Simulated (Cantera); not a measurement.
Input: 1 mol ZrO2, 770 mol H2, held at 1825 K and 0.00540 bar.

Cantera equilibrium calculation (NASA polynomials, part measured and part estimated; ideal gas, pure solids and liquids). Candidate condensed phases: H2O, Zr, ZrO2; 12 gas species. Kinetics and transport are ignored.

Base state: H2 0.994, H 0.00598 (mole fractions); condensed: ZrO2(tetragonal).

### Question
What changes in the equilibrium state with this change: ZrO2 replaced by Fe2O3?

### Answer
```
species                 before    after
---------------------  -------  -------
H2                       0.994    0.988
H                      0.00598  0.00596
H2O                    2.46e-7  0.00387
Fe                           0  0.00258
ZrO2(tetragonal), mol    1.000        0
```
Further candidate phases: Fe, FeO, Fe(OH)2, Fe(OH)3, Fe2O3, Fe3O4.

### Question
What changes in the equilibrium state with this change: temperature from 1825 K to 1448 K?

### Answer
```json
[
 {"species": "H2", "before": "0.994", "after": "1.000"},
 {"species": "H", "before": "0.00598", "after": "0.000125"},
 {"species": "ZrO2(tetragonal), mol", "before": "1.000", "after": "0"},
 {"species": "ZrO2(monoclinic), mol", "before": "0", "after": "1.000"}
]
```
